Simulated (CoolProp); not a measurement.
50 sccm (0 °C, 1 atm) of nitrogen bubbles through liquid n-octane at 362.6 K and leaves saturated at a total pressure of 0.15 MPa (ideal gas phase). Each further row changes one setting.

The numbers come from the reference Helmholtz-energy equation of state, Beckmüller 2019 in CoolProp.

| case | vapour pressure (kPa) | mole fraction of vapour | delivery (mg/min) | delivery (sccm) | change of delivery for a bath 1 K warmer (%) |
|---|---|---|---|---|---|
| as stated | 32.8 | … | … | 14.0 | … |
| bath temperature 367.6 K | 39.0 | 0.260 | 89.5 | 17.6 | 4.7 |
| total pressure 0.3 MPa | 32.8 | 0.109 | 31.3 | 6.14 | 4.0 |

Fill in the missing entries.


- as stated, mole fraction of vapour: 0.219
- as stated, delivery (mg/min): 71.4
- as stated, change of delivery for a bath 1 K warmer (%): 4.6
